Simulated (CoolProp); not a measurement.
A single-stage vapour-compression cycle with C3F8 (R218): evaporating at 260.15 K (dew point), condensing at 322.15 K (bubble point), superheat 2 K, subcooling 0 K, compressor efficiency 0.9, no pressure losses. Each further row changes one setting.

Computed with CoolProp (reference Helmholtz-energy equation of state, Lemmon 2006). It is a short technical equation, of lower accuracy than the large ones.

| case | cooling COP | pressure ratio | discharge temperature (K) | refrigerating effect (kJ/kg) | volumetric capacity (kJ/m³) |
|---|---|---|---|---|---|
| as stated | 1.40 | 5.96 | 322.2 | 25.9 | 658 |
| evaporating temperature 265.15 K | 1.73 | 4.99 | 322.2 | 29.0 | 874 |
| condensing temperature 317.15 K | 1.84 | 5.29 | 317.2 | 32.5 | 825 |
| subcooling 5 K | 1.76 | 5.96 | 322.2 | 32.7 | 830 |
| superheat 12 K | 1.66 | 5.96 | 322.2 | 33.9 | 815 |
| compressor efficiency 0.8 | 1.24 | 5.96 | 322.2 | 25.9 | 658 |

The compression ends wet for: as stated; evaporating temperature 265.15 K; condensing temperature 317.15 K; subcooling 5 K; superheat 12 K; compressor efficiency 0.8.
